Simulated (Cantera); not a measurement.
An isothermal, constant-pressure homogeneous reactor starts with H₂ : O₂ = 0.041 : 1 (molar parts), equivalence ratio 0.021, at 1325 K and 0.00257 atm.

Cantera simulation using the H2/O2 subset of GRI-Mech 3.0, which has no nitrogen chemistry; the numbers are that mechanism's predictions, not measurements. Radical loss at walls, strong at low pressure, is not modelled. The temperature is held fixed by assumption; the heat of reaction is taken as removed at once.

x: mole fraction; the columns are a selection and need not sum to one.

| t (s) | x H₂ | x O₂ | x H₂O₂ | x HO₂ | x O | x H | x H₂O |
|---|---|---|---|---|---|---|---|
| 3.00e-6 | 0.0394 | 0.961 | <1e-12 | 1.73e-10 | 1.93e-12 | 1.71e-10 | <1e-12 |
| 2.85e-5 | 0.0394 | 0.961 | <1e-12 | ? | 1.62e-10 | 1.48e-9 | 4.42e-12 |
| 0.000271 | 0.0394 | 0.961 | 3.54e-12 | ? | 9.33e-9 | 8.75e-9 | 2.48e-9 |
| 0.00258 | 0.0394 | 0.961 | 3.02e-10 | ? | 1.63e-6 | 5.55e-7 | 2.03e-6 |
| 0.0245 | 0.000549 | 0.926 | 1.07e-8 | 3.78e-7 | 0.0300 | 0.00433 | 0.0347 |
| 0.233 | 0.000501 | 0.930 | 1.07e-8 | 3.68e-7 | 0.0271 | 0.00373 | 0.0352 |
| 2.21 | 0.000233 | 0.946 | 9.34e-9 | ? | 0.0120 | 0.00111 | 0.0378 |
| 21.0 | 1.19e-5 | 0.959 | 2.75e-9 | ? | 0.000588 | 1.23e-5 | 0.0398 |
| 200 | 3.36e-7 | 0.960 | 2.68e-10 | ? | 1.65e-5 | 5.79e-8 | 0.0401 |

Question: Fill in the missing entries.

Answer: 
- 2.85e-5, x HO₂: 1.64e-9
- 0.000271, x HO₂: 1.56e-8
- 0.00258, x HO₂: 1.48e-7
- 2.21, x HO₂: 2.76e-7
- 21.0, x HO₂: 4.98e-8
- 200, x HO₂: 1.41e-8
